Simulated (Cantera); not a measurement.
Cantera run:

```python
import numpy as np
import cantera as ct

gas_names = """
    Cr CrO CrO2 CrO3 H HO2 H2 H2O H2O2 O OH O2 O3
""".split()
cond_names = """
    Cr(cr) Cr(L) Cr2O3(s) Cr2O3(L) H2O(s) H2O(L)
""".split()


# ... load() reads the species with a 1 bar reference pressure and builds the phases ...
atoms = {
    'Cr': {'Cr': 1},
    'H2O': {'H': 2, 'O': 1},
    'H2': {'H': 2},
}
top_T = {}  # K; cautious upper limits of use, not melting points


# ... equilibrate(T, P, feed) seeds the gas with the atoms and calls Mixture.equilibrate('TP', solver="vcs", rtol=1e-11, max_steps=5000) ...
results = []
feed = {'Cr': 1, 'H2O': 0.64, 'H2': 1.9}  # mol
for P in [0.1, 0.75, 5.6, 42, 320, 2400, 18000, 130000, 1000000]:
    for T in [1623, 1698, 1773, 1848, 1923, 1998, 2073, 2148, 2223, 2298, 2373, 2448]:
        mix = equilibrate(T, P, feed)
        results.append((T, P, feed, dict(zip(mix.species_names, mix.species_moles))))

for T, P, feed, n in results:
    print(f"{T:7g} {P:10.4g}  " + (" + ".join(c for c in cond_names if n.get(c, 0) > 1e-12) or "gas only"))
```

It prints:

```
   1623        0.1  Cr2O3(s)
   1698        0.1  Cr2O3(s)
   1773        0.1  Cr2O3(s)
   1848        0.1  gas only
   1923        0.1  gas only
   1998        0.1  gas only
   2073        0.1  gas only
   2148        0.1  gas only
   2223        0.1  gas only
   2298        0.1  gas only
   2373        0.1  gas only
   2448        0.1  gas only
   1623       0.75  Cr2O3(s)
   1698       0.75  Cr2O3(s)
   1773       0.75  Cr2O3(s)
   1848       0.75  Cr2O3(s)
   1923       0.75  gas only
   1998       0.75  gas only
   2073       0.75  gas only
   2148       0.75  gas only
   2223       0.75  gas only
   2298       0.75  gas only
   2373       0.75  gas only
   2448       0.75  gas only
   1623        5.6  Cr(cr) + Cr2O3(s)
   1698        5.6  Cr2O3(s)
   1773        5.6  Cr2O3(s)
   1848        5.6  Cr2O3(s)
   1923        5.6  Cr2O3(s)
   1998        5.6  gas only
   2073        5.6  gas only
   2148        5.6  gas only
   2223        5.6  gas only
   2298        5.6  gas only
   2373        5.6  gas only
   2448        5.6  gas only
   1623         42  Cr(cr) + Cr2O3(s)
   1698         42  Cr(cr) + Cr2O3(s)
   1773         42  Cr(cr) + Cr2O3(s)
   1848         42  Cr2O3(s)
   1923         42  Cr2O3(s)
   1998         42  Cr2O3(s)
   2073         42  Cr2O3(s)
   2148         42  gas only
   2223         42  gas only
   2298         42  gas only
   2373         42  gas only
   2448         42  gas only
   1623        320  Cr(cr) + Cr2O3(s)
   1698        320  Cr(cr) + Cr2O3(s)
   1773        320  Cr(cr) + Cr2O3(s)
   1848        320  Cr(cr) + Cr2O3(s)
   1923        320  Cr(cr) + Cr2O3(s)
   1998        320  Cr2O3(s)
   2073        320  Cr2O3(s)
   2148        320  Cr2O3(s)
   2223        320  Cr2O3(s)
   2298        320  gas only
   2373        320  gas only
   2448        320  gas only
   1623       2400  Cr(cr) + Cr2O3(s)
   1698       2400  Cr(cr) + Cr2O3(s)
   1773       2400  Cr(cr) + Cr2O3(s)
   1848       2400  Cr(cr) + Cr2O3(s)
   1923       2400  Cr(cr) + Cr2O3(s)
   1998       2400  Cr(cr) + Cr2O3(s)
   2073       2400  Cr(cr) + Cr2O3(s)
   2148       2400  Cr2O3(s)
   2223       2400  Cr2O3(s)
   2298       2400  Cr2O3(s)
   2373       2400  Cr2O3(s)
   2448       2400  gas only
   1623    1.8e+04  Cr(cr) + Cr2O3(s)
   1698    1.8e+04  Cr(cr) + Cr2O3(s)
   1773    1.8e+04  Cr(cr) + Cr2O3(s)
   1848    1.8e+04  Cr(cr) + Cr2O3(s)
   1923    1.8e+04  Cr(cr) + Cr2O3(s)
   1998    1.8e+04  Cr(cr) + Cr2O3(s)
   2073    1.8e+04  Cr(cr) + Cr2O3(s)
   2148    1.8e+04  Cr(L) + Cr2O3(s)
   2223    1.8e+04  Cr(L) + Cr2O3(s)
   2298    1.8e+04  Cr(L) + Cr2O3(s)
   2373    1.8e+04  Cr(L) + Cr2O3(s)
   2448    1.8e+04  Cr2O3(s)
   1623    1.3e+05  Cr(cr) + Cr2O3(s)
   1698    1.3e+05  Cr(cr) + Cr2O3(s)
   1773    1.3e+05  Cr(cr) + Cr2O3(s)
   1848    1.3e+05  Cr(cr) + Cr2O3(s)
   1923    1.3e+05  Cr(cr) + Cr2O3(s)
   1998    1.3e+05  Cr(cr) + Cr2O3(s)
   2073    1.3e+05  Cr(cr) + Cr2O3(s)
   2148    1.3e+05  Cr(L) + Cr2O3(s)
   2223    1.3e+05  Cr(L) + Cr2O3(s)
   2298    1.3e+05  Cr(L) + Cr2O3(s)
   2373    1.3e+05  Cr(L) + Cr2O3(s)
   2448    1.3e+05  Cr(L) + Cr2O3(s)
   1623      1e+06  Cr(cr) + Cr2O3(s)
   1698      1e+06  Cr(cr) + Cr2O3(s)
   1773      1e+06  Cr(cr) + Cr2O3(s)
   1848      1e+06  Cr(cr) + Cr2O3(s)
   1923      1e+06  Cr(cr) + Cr2O3(s)
   1998      1e+06  Cr(cr) + Cr2O3(s)
   2073      1e+06  Cr(cr) + Cr2O3(s)
   2148      1e+06  Cr(L) + Cr2O3(s)
   2223      1e+06  Cr(L) + Cr2O3(s)
   2298      1e+06  Cr(L) + Cr2O3(s)
   2373      1e+06  Cr(L) + Cr2O3(s)
   2448      1e+06  Cr(L) + Cr2O3(s)
```

Method: chemical equilibrium by Gibbs-energy minimisation in Cantera with the NASA 1993 tables (ideal gas, pure condensed phases). Mutual solubility and eutectic melting of coexisting phases are not modelled.
